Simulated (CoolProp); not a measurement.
Vapour-liquid equilibrium of R22 (1) + acetone (2) at 24.85 °C; x and y are mole fractions of (1).

Computed with CoolProp (multi-fluid Helmholtz-energy mixture model, Kamei 1995 and Lemmon 2006; pair parameters Bell 2016).

```csv
x,"bubble pressure, mixture model (MPa)","bubble pressure, Raoult's law (MPa)","y, mixture model","y, Raoult's law"
0.05,0.07302,0.08099,0.592,0.642
0.2,0.1573,0.2324,0.827,0.895
0.35,0.2375,0.3837,0.901,0.948
0.5,0.3506,0.5351,0.948,0.971
0.65,0.5179,0.6865,0.977,0.984
0.8,0.7394,0.8379,0.993,0.993
0.95,0.9719,0.9892,0.999,0.998
```

The largest gap from Raoult's law is -38.1 % in bubble pressure, at x = 0.35. No azeotrope shows between x = 0.05 and 0.95.

Pair parameters are fitted to limited data, so mixtures are less certain than the pure fluids.
